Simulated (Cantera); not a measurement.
A closed system holds: 1 mol C₂F₆, 1.8 mol HCl, equilibrated at 2023.15 K and 0.00133 bar.

Method: chemical equilibrium by Gibbs-energy minimisation in Cantera with the NASA 1993 tables (ideal gas, pure condensed phases). Candidate condensed phases: C, C₆H₆, C₇H₈, C₈H₁₈; 118 gas species. The feed counts by its element totals alone. Gases not in the tables: C₂F₆ and larger saturated fluorocarbons. Kinetics and transport are ignored.

Base state: HF 0.330, Cl 0.330, CF₂ 0.118, F 0.114, CF₄ 0.103, CF₃ 0.00322, CF 0.000593, HCl 0.000580 (mole fractions); condensed: C(graphite).

Q: What changes in the equilibrium state with this change: temperature from 2023.15 K to 1123.15 K?

A: 
| species | before | after |
|---|---|---|
| HF | 0.330 | 0.347 |
| CF₄ | 0.103 | 0.320 |
| Cl₂ | 0.000223 | 0.160 |
| Cl | 0.330 | 0.0220 |
| F | 0.114 | 4.28e-8 |
| CF₂ | 0.118 | 3.47e-7 |
| HCl | 0.000580 | 0.146 |
| CF | 0.000593 | <1e-9 |
| CF₃ | 0.00322 | 1.53e-7 |
| C(graphite), mol | 0.776 | 0.812 |
